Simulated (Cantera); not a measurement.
Mixture: 21.7 % CH3OH, 16.5 % O2, 61.8 % N2, equivalence ratio 2.0, at 0.880 bar, adiabatic and at constant volume. Ignition delay is the time to a rise of 400 K.

Detailed kinetics in Cantera: GRI-Mech 3.0 (53 species, 325 reactions). GRI-Mech 3.0 was tuned for natural gas; its chemistry of methanol as a main component is partial and can be far from experiment.

Problem. Predict: delay at 1150 K; delay at 1350 K; delay at 1550 K; delay at 1750 K; apparent activation energy between 1650 and 1850 K.

Solution. 
```
Quantity                                                 Value
--------------------------------------------------  ----------
delay at 1150 K                                        21.3 ms
delay at 1350 K                                       0.993 ms
delay at 1550 K                                       0.114 ms
delay at 1750 K                                        24.2 µs
apparent activation energy between 1650 and 1850 K  170 kJ/mol
```
